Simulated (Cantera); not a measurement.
A jet of 1.61 % CH₄, 19.1 % O₂, 79.3 % N₂, equivalence ratio 0.17 at 300 K and 5200 Pa hits a platinum plate 3.4 cm away at a mass flux of 0.056 kg/m²/s; the plate temperature is set and raised in steps from an oxygen-covered start.

Cantera simulation using Deutschmann's 1995 Pt surface mechanism with GRI-Mech 3.0 gas chemistry; the numbers are that mechanism's predictions, not measurements. Catalytic surfaces can have several steady states; this one follows from the mechanism file's or the stated starting coverage.

One state of this run: wall x CH₄ = 0.00915; wall x O₂ = 0.176; wall x H₂O = 0.0129; wall x OH = 2.07e-7; wall x CO = 6.42e-6; wall x CO₂ = 0.00840; θ free Pt = 0.334; θ O* = 0.665. x: mole fraction at the wall; θ: surface coverage.

Problem. Which value of plate T (K) does it belong to?
A) 1100
B) 1000
C) 950
D) 1050

Solution. B, 1000
